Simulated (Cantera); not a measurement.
Charge: 1 mol Al(CH3)3, 0.73 mol N2O, 58 mol N2, held at 2023.15 K and 0.100 bar.

These are equilibrium values from Cantera (NASA tables, ideal gas, pure condensed phases), not measurements of a reactor. Candidate condensed phases: Al, AlN, Al2O3, C, C6H6, C7H8, C8H18, H2O; 148 gas species. The feed counts by its element totals alone. The numbers say what is thermodynamically allowed, not how fast it happens.

Base state: N2 0.914, H2 0.0678, CO 0.0115, HCN 0.00402, H 0.00156, Al 0.00105, HNC 0.000238, C2H2 (acetylene) 6.06e-5 (mole fractions); condensed: AlN(s) + C(graphite).

Question: What changes in the equilibrium state with this change: N2O from 0.73 to 0.96 mol?

Answer: 
| species | before | after |
|---|---|---|
| N2 | 0.914 | 0.911 |
| H2 | 0.0678 | 0.0673 |
| CO | 0.0115 | 0.0150 |
| Al | 0.00105 | 0.00105 |
| C2H2 (acetylene) | 6.06e-5 | 6.01e-5 |
| HNC | 0.000238 | 0.000237 |
| HCN | 0.00402 | 0.00399 |
| H | 0.00156 | 0.00156 |
| AlH | 2.29e-5 | 2.29e-5 |
| AlN(s), mol | 0.932 | 0.931 |
| C(graphite), mol | 1.99 | 1.76 |
